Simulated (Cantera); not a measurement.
A perfectly stirred reactor is fed with 5.82 % CH4, 0.233 % C2H6, 2.50 % C3H8, 19.2 % O2, 72.2 % N2, equivalence ratio 1.3, at 13.0 bar; it is adiabatic with a 600 K inlet, and is followed from long to short residence time, starting on the burning branch (τ in s: 0.11, 0.05, 0.023, 0.01, 0.0047, 0.0021, 0.00097, 0.00044, 0.0002, 9.1e-05, 4.2e-05, 1.9e-05).

Detailed kinetics in Cantera: GRI-Mech 3.0 (53 species, 325 reactions). GRI-Mech 3.0 was tuned for natural gas; its chemistry of propane as a main component is partial and can be far from experiment. The pressure lies above the range GRI-Mech 3.0 was tuned for (to about 10 atm).

**Question.** Predict: blow-out, bracketed by the residence times tried; x(CH4) at τ = 0.110 s; x(C2H6) at τ = 0.110 s; x(C3H8) at τ = 0.110 s; x(CH2) at τ = 0.110 s; x(O) at τ = 0.110 s; x(CH4) at τ = 0.970 ms; x(C2H6) at τ = 0.970 ms; x(C3H8) at τ = 0.970 ms; x(CH2) at τ = 0.970 ms; x(O) at τ = 0.970 ms.

**Answer.** 
```json
{
  "blow_out_bracketed_by_the_residence_times_tried": "burning at 42.0 µs, out at 19.0 µs",
  "x(CH4) at τ = 0.110 s": "9.16e-6",
  "x(C2H6) at τ = 0.110 s": "2.06e-9",
  "x(C3H8) at τ = 0.110 s": "1.70e-8",
  "x(CH2) at τ = 0.110 s": "5.22e-8",
  "x(O) at τ = 0.110 s": "4.85e-6",
  "x(CH4) at τ = 0.970 ms": "0.000238",
  "x(C2H6) at τ = 0.970 ms": "2.50e-7",
  "x(C3H8) at τ = 0.970 ms": "1.43e-6",
  "x(CH2) at τ = 0.970 ms": "3.90e-6",
  "x(O) at τ = 0.970 ms": "2.22e-5"
}
```
